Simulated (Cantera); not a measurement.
Input: 1 mol Si(CH₃)₄, 0.12 mol HCl, 1200 mol H₂, equilibrated at 570 Torr.

These are equilibrium values from Cantera (NASA tables, ideal gas, pure condensed phases), not measurements of a reactor. Candidate condensed phases: C, C₆H₆, C₇H₈, C₈H₁₈, Si, SiC; 109 gas species. The numbers say what is thermodynamically allowed, not how fast it happens.

Q: At 1675 K, list the 5 most abundant gas species with their mole fractions, and the condensed phases.

A: H₂ 0.999, CH₄ 0.000913, H 0.000133, HCl 9.96e-5, C₂H₂ (acetylene) 5.80e-5. Condensed: C(graphite) + SiC(s).
